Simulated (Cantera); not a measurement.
Cantera run:

```python
import numpy as np
import cantera as ct

gas_names = """
    C CH CH2 CH3 CH4 C2 C2H C2H2,acetylene C2H2,vinylidene C2H3,vinyl C2H4 C2H5 C2H6 C3 C3H3,propargyl
    C3H4,allene C3H4,propyne C3H4,cyclo- C3H5,allyl C3H6,propylene C3H6,cyclo- C3H7,n-propyl
    C3H7,i-propyl C3H8 C4 C4H2 C4H4,1,3-cyclo- C4H6,butadiene C4H6,2-butyne C4H6,cyclo- C4H8,1-butene
    C4H8,cis2-buten C4H8,tr2-butene C4H8,isobutene C4H8,cyclo- C4H9,n-butyl C4H9,i-butyl C4H9,s-butyl
    C4H9,t-butyl C4H10,isobutane C4H10,n-butane C5 C5H6,1,3cyclo- C5H8,cyclo- C5H10,1-pentene
    C5H10,cyclo- C5H11,pentyl C5H11,t-pentyl C5H12,n-pentane C5H12,i-pentane CH3C(CH3)2CH3 C6H2
    C6H5,phenyl C6H6 C6H10,cyclo- C6H12,1-hexene C6H12,cyclo- C6H13,n-hexyl C7H7,benzyl C7H8
    C7H14,1-heptene C7H15,n-heptyl C7H16,n-heptane C8H8,styrene C8H10,ethylbenz C8H16,1-octene
    C8H17,n-octyl C8H18,isooctane C8H18,n-octane C9H19,n-nonyl C10H8,naphthale C10H21,n-decyl
    C12H9,o-bipheny C12H10,bipheny H H2 Si SiC SiC2 SiC4H12 SiH SiH2 SiH3 SiH4 Si2 Si2C Si3
""".split()
cond_names = """
    C(gr) C6H6(L) C7H8(L) C8H18(L),n-octa Si(cr) Si(L) SiC(b)
""".split()


def load(file, names, dense=False):
    # The tables refer to 1 bar. Condensed volumes are neglected.
    table = {s.name: s for s in ct.Species.list_from_file(file)}
    out = []
    for n in names:
        d = dict(table[n].input_data)
        d["thermo"] = dict(d["thermo"], **{"reference-pressure": 1e5})
        if dense:
            d["equation-of-state"] = {"model": "constant-volume", "density": "1e6 g/cm^3"}
        out.append(ct.Species.from_dict(d))
    return out


gas = ct.Solution(thermo="ideal-gas", species=load("nasa_gas.yaml", gas_names))
cond = {s.name: ct.Solution(thermo="fixed-stoichiometry", species=[s], name=s.name)
        for s in load("nasa_condensed.yaml", cond_names, dense=True)}
atoms = {
    'SiH4': {'Si': 1, 'H': 4},
    'C2H2': {'C': 2, 'H': 2},
    'H2': {'H': 2},
}
top_T = {'C(gr)': 4500, 'SiC(b)': 3050}  # K; cautious upper limits of use, not melting points


def equilibrate(T, P, feed):
    n = {}
    for name, mol in feed.items():
        for a, k in atoms[name].items():
            n[a] = n.get(a, 0.0) + k * mol
    gas.TPX = T, P, n
    mass = sum(n.values()) * gas.mean_molecular_weight
    gas.equilibrate("TP")
    valid = [c for c in cond.values() if c.min_temp <= T <= top_T.get(c.name, c.max_temp)]
    mix = ct.Mixture([(gas, mass / gas.mean_molecular_weight)] + [(c, 0.0) for c in valid])
    mix.T, mix.P = T, P
    mix.equilibrate("TP", solver="vcs", rtol=1e-11, max_steps=5000)
    return mix


results = []
feed = {'SiH4': 1, 'C2H2': 0.13, 'H2': 46}  # mol
P = 1000  # Pa
for T in [1200, 1275, 1350, 1425, 1500, 1575, 1650, 1725, 1800, 1875, 1950, 2025]:
    mix = equilibrate(T, P, feed)
    results.append((T, P, feed, dict(zip(mix.species_names, mix.species_moles))))
    x = sorted(zip(gas.X, gas.species_names), reverse=True)
    print(f"T = {T:g} K  P = {P:g} Pa  gas = {mix.phase_moles(0):.4g} mol")
    print("   x: " + "  ".join(f"{s} {v:.3e}" for v, s in x if v > 0.0001))
    print("   condensed (mol): " + ("  ".join(f"{mix.phase(i).name} {mix.phase_moles(i):.4g}"
          for i in range(1, mix.n_phases) if mix.phase_moles(i) > 1e-12) or "none"))
```

It prints:

```
T = 1200 K  P = 1000 Pa  gas = 48.13 mol
   x: H2 1.000e+00
   condensed (mol): Si(cr) 0.74  SiC(b) 0.26
T = 1275 K  P = 1000 Pa  gas = 48.13 mol
   x: H2 1.000e+00
   condensed (mol): Si(cr) 0.74  SiC(b) 0.26
T = 1350 K  P = 1000 Pa  gas = 48.13 mol
   x: H2 1.000e+00
   condensed (mol): Si(cr) 0.74  SiC(b) 0.26
T = 1425 K  P = 1000 Pa  gas = 48.13 mol
   x: H2 9.999e-01
   condensed (mol): Si(cr) 0.74  SiC(b) 0.26
T = 1500 K  P = 1000 Pa  gas = 48.13 mol
   x: H2 9.998e-01  H 1.760e-04
   condensed (mol): Si(cr) 0.7399  SiC(b) 0.26
T = 1575 K  P = 1000 Pa  gas = 48.14 mol
   x: H2 9.996e-01  H 4.155e-04
   condensed (mol): Si(cr) 0.7395  SiC(b) 0.26
T = 1650 K  P = 1000 Pa  gas = 48.15 mol
   x: H2 9.991e-01  H 9.080e-04
   condensed (mol): Si(cr) 0.738  SiC(b) 0.26
T = 1725 K  P = 1000 Pa  gas = 48.18 mol
   x: H2 9.980e-01  H 1.855e-03  Si 1.015e-04
   condensed (mol): Si(L) 0.7335  SiC(b) 0.26
T = 1800 K  P = 1000 Pa  gas = 48.23 mol
   x: H2 9.960e-01  H 3.573e-03  Si 3.176e-04
   condensed (mol): Si(L) 0.7211  SiC(b) 0.2598
T = 1875 K  P = 1000 Pa  gas = 48.33 mol
   x: H2 9.924e-01  H 6.530e-03  Si 9.058e-04
   condensed (mol): Si(L) 0.6883  SiC(b) 0.2593
T = 1950 K  P = 1000 Pa  gas = 48.53 mol
   x: H2 9.859e-01  H 1.138e-02  Si 2.381e-03  SiH 1.809e-04
   condensed (mol): Si(L) 0.6066  SiC(b) 0.2573
T = 2025 K  P = 1000 Pa  gas = 48.9 mol
   x: H2 9.744e-01  H 1.900e-02  Si 5.822e-03  SiH 3.679e-04  Si2C 1.771e-04  SiH2 1.191e-04
   condensed (mol): Si(L) 0.415  SiC(b) 0.2509
```

Cantera equilibrium calculation (NASA polynomials, part measured and part estimated; ideal gas, pure solids and liquids). Mutual solubility and eutectic melting of coexisting phases are not modelled. Gases not in the tables: Si2H6 and higher silanes.
